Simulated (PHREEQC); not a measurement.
Dissolve 0.00056 mol NH4HF2 and 0.041 mol HCl per kg of water at 30 °C. Closed to the air; pH follows from the charge balance.

The numbers come from PHREEQC with the ion-association model, phreeqc.dat.

No solid was allowed to form.

### Question
What pH does the model give?

### Answer
pH 1.46.

### Question
In which forms is F present?

### Answer
HF 98 %, F- 2.1 % of the F.
